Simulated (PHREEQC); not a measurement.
Consider water at 25 °C with 0.04 mol/kgw HF, 0.00031 mol/kgw NaF and 0.028 mol/kgw (NH4)2SiF6. Closed to the air; pH follows from the charge balance.

Equilibrium calculation in PHREEQC: ion-association model, phreeqc.dat.

Each row changes one thing in this solution. This is a speciation only: nothing precipitates in the calculation.

| case | pH | ionic strength (mol/kgw) | HF (mol/kgw) | F- (mol/kgw) | HF2- (mol/kgw) | NaF (mol/kgw) |
|---|---|---|---|---|---|---|
| as made | 2.29 | 0.0905 | 0.0331 | 0.00574 | 0.000728 | 6.09e-7 |
| HF from 0.04 to 0.2 mol/kgw | 1.84 | 0.102 | 0.175 | 0.0108 | 0.00722 | 1.11e-6 |
| temperature from 25 to 90 °C | 2.56 | 0.0876 | 0.0364 | 0.00332 | 0.000498 | 3.30e-7 |
| HF left out | 3.17 | 0.0844 | 0.00190 | 0.00247 | 1.80e-5 | 2.66e-7 |
| temperature from 25 to 45 °C | 2.37 | (withheld) | 0.0341 | (withheld) | 0.000704 | 5.05e-7 |
| (NH4)2SiF6 left out | 2.31 | 0.00563 | 0.0340 | 0.00498 | 0.000650 | 7.54e-7 |

Task: Fill in the missing entries.

Result: 
- temperature from 25 to 45 °C, ionic strength (mol/kgw): 0.0895
- temperature from 25 to 45 °C, F- (mol/kgw): 0.00484

Some of these states are supersaturated (in Quartz (slow to form), Chalcedony (slow to form), for instance). Away from 25 °C the constants follow the database's enthalpies or fits; those with neither stay at their 25 °C values. SiF6-2 is the database's only silicon fluoride.
